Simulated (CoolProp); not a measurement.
Saturation properties of CH2F2 (R32).

Model: reference Helmholtz-energy equation of state, Tillner-Roth 1997, in CoolProp.

```csv
T (K),p (bar),vapour density (kg/m³),surface tension (mN/m),liquid viscosity (µPa s),liquid conductivity (mW/(m K))
252,3.884,10.70,14.8,199,171
259.5,5.124,13.99,13.4,181,165
267,6.645,18.07,12.1,165,159
274.4,8.462,22.99,10.8,150,154
281.9,10.66,29.09,9.47,137,148
289.4,13.27,36.54,8.21,125,141
296.8,16.29,45.50,7.00,114,135
304.3,19.86,56.64,5.82,103,129
311.8,23.98,70.44,4.69,93.7,122
319.2,28.65,87.54,3.62,84.8,116
326.7,34.07,109.9,2.60,76.2,109
334.2,40.25,140.1,1.65,67.8,102
341.6,47.19,184.2,0.811,59.3,94.6
```

It boils at 221.5 K under 1 atm.

Viscosity comes from a separate model (Bell 2016), an estimate that may be off by 10 % or more. Thermal conductivity comes from a separate model (Huber 2003), an estimate that may be off by 10 % or more. Surface tension comes from a separate correlation (Mulero 2012).
